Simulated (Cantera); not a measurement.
A closed system holds: 1 mol Si, 1.2 mol HCl, 2.7 mol H2, at 1277 °C and 0.250 bar.

Equilibrium computed with Cantera from the NASA thermochemical tables; the gas is ideal and each condensed phase is pure. Candidate condensed phases: Si; 19 gas species. The tables' values for SiCl3 are old estimates; treat these amounts as uncertain. Equilibrium is a limit: real reactors are often held back by kinetics, nucleation or transport.

Base state: H2 0.790, HCl 0.127, SiCl2 0.0681, SiCl3 0.00889, SiCl4 0.00323, SiHCl3 0.00247, SiH2Cl2 0.000308, H 5.60e-5 (mole fractions); condensed: Si(s).

Question: What changes in the equilibrium state with this change: pressure from 0.250 bar to 2.00 bar?

Answer: 
| species | before | after |
|---|---|---|
| H2 | 0.790 | 0.812 |
| HCl | 0.127 | 0.105 |
| SiCl2 | 0.0681 | 0.0451 |
| SiHCl3 | 0.00247 | 0.0108 |
| SiCl4 | 0.00323 | 0.0113 |
| SiCl3 | 0.00889 | 0.0136 |
| SiH3Cl | 1.14e-5 | 7.72e-5 |
| SiH2Cl2 | 0.000308 | 0.00168 |
| H | 5.60e-5 | 2.01e-5 |
| Si(s), mol | 0.680 | 0.687 |

Question: What changes in the equilibrium state with this change: HCl from 1.2 to 1.5 mol?

Answer: 
```json
[
 {"species": "H2", "before": "0.790", "after": "0.763"},
 {"species": "HCl", "before": "0.127", "after": "0.136"},
 {"species": "SiCl2", "before": "0.0681", "after": "0.0812"},
 {"species": "SiCl3", "before": "0.00889", "after": "0.0116"},
 {"species": "SiCl4", "before": "0.00323", "after": "0.00459"},
 {"species": "SiHCl3", "before": "0.00247", "after": "0.00316"},
 {"species": "Si(s), mol", "before": "0.680", "after": "0.582"}
]
```

Question: What changes in the equilibrium state with this change: temperature from 1277 °C to 575 °C?

Answer: 
| species | before | after |
|---|---|---|
| H2 | 0.790 | 0.906 |
| SiCl4 | 0.00323 | 0.0610 |
| SiHCl3 | 0.00247 | 0.0286 |
| HCl | 0.127 | 0.00313 |
| SiCl2 | 0.0681 | 1.28e-5 |
| H | 5.60e-5 | <1e-9 |
| SiCl3 | 0.00889 | 0.000104 |
| SiH2Cl2 | 0.000308 | 0.00118 |
| Si(s), mol | 0.680 | 0.675 |
